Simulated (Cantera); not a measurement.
Charge: 1 mol SiC, 0.66 mol N2O, 6.2 mol N2, at 1848 K and 500000 Pa.

Method: chemical equilibrium by Gibbs-energy minimisation in Cantera with the NASA 1993 tables (ideal gas, pure condensed phases). Candidate condensed phases: C, Si, SiC, SiO2, Si2N2O, Si3N4; 34 gas species. Rates play no part.

Base state: N2 0.975, CO 0.0245, SiO 5.26e-5 (mole fractions); condensed: C(graphite) + Si2N2O(s).

### Question
What changes in the equilibrium state with this change: 0.35 mol NH3 added?

### Answer
| species | before | after |
|---|---|---|
| N2 | 0.975 | 0.904 |
| H2 | 0 | 0.0716 |
| CO | 0.0245 | 0.0221 |
| SiO | 5.26e-5 | 5.19e-5 |
| HCN | 0 | 0.00196 |
| HNC | 0 | 8.27e-5 |
| C(graphite), mol | 0.840 | 0.825 |
| Si2N2O(s), mol | 0.500 | 0.500 |
Further candidate phases: C6H6, C7H8, C8H18, H2O.
